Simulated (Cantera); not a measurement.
## N2O furnace oxynitridation

An isothermal, constant-pressure homogeneous reactor starts with N2O : H2 : N2 = 1 : 0.0014 : 4.2 (molar parts), at 1600 K and 3100 Pa.

Computed with Cantera and GRI-Mech 3.0 (53 species, 325 reactions). GRI-Mech 3.0 was tuned for natural gas; its chemistry of N2O as a main component is partial and can be far from experiment. Radical loss at walls, strong at low pressure, is not modelled. The temperature is held fixed by assumption; the heat of reaction is taken as removed at once.

| t (s) | x N2O | x H2 | x H2O | x N2 | x NO | x O | x H |
|---|---|---|---|---|---|---|---|
| 0.000200 | 0.192 | 0.000268 | 4.85e-8 | 0.808 | 1.54e-5 | 7.76e-5 | 2.37e-7 |
| 0.000928 | 0.191 | 0.000251 | 3.32e-6 | 0.808 | 0.000187 | 0.000156 | 8.47e-7 |
| 0.00431 | 0.187 | 0.000139 | 7.89e-5 | 0.809 | 0.00115 | 0.000159 | 1.42e-6 |
| 0.0200 | 0.171 | 8.52e-6 | 0.000230 | 0.817 | 0.00537 | 0.000166 | 5.36e-7 |
| 0.0928 | 0.112 | 1.15e-7 | 0.000238 | 0.841 | 0.0207 | 0.000165 | 5.04e-7 |
| 0.431 | 0.0172 | 2.00e-7 | 0.000227 | 0.880 | 0.0445 | 0.000152 | 9.03e-7 |
| 2.00 | 3.21e-5 | 4.33e-8 | 0.000237 | 0.888 | 0.0483 | 2.49e-5 | 7.66e-8 |
| 9.28 | 7.34e-7 | 3.61e-8 | 0.000238 | 0.888 | 0.0482 | 2.10e-5 | 5.95e-8 |
| 43.1 | 7.22e-7 | 3.60e-8 | 0.000238 | 0.888 | 0.0478 | 2.11e-5 | 5.95e-8 |
| 200 | 6.68e-7 | 3.57e-8 | 0.000238 | 0.889 | 0.0459 | 2.12e-5 | 5.92e-8 |
x: mole fraction; the columns are a selection and need not sum to one.

Equilibrium at this temperature and pressure: N2O 1.52e-8, H2 3.05e-8, H2O 0.000237, N2 0.911, NO 0.00135, O 2.44e-5, H 5.43e-8 (gas phase only).
